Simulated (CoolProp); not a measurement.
Properties of toluene at several states (Tc = 591.7 K, pc = 4126 kPa, ω = 0.266).

Computed with CoolProp (reference Helmholtz-energy equation of state, Lemmon 2006). It is a short technical equation, of lower accuracy than the large ones.

```csv
T (K),p (kPa),phase,density (kg/m³),cp (kJ/(kg K)),expansivity (1/kK),viscosity (µPa s),conductivity (mW/(m K))
585.3,90,gas,1.718,2.099,1.756,13.4,39.4
478.1,7690,liquid,690.8,2.332,1.685,148,91.6
224.5,277,liquid,930.6,1.511,1.003,1980,150
```

Viscosity comes from a separate model (Avgeri 2015). Thermal conductivity comes from a separate model (Assael 2012).
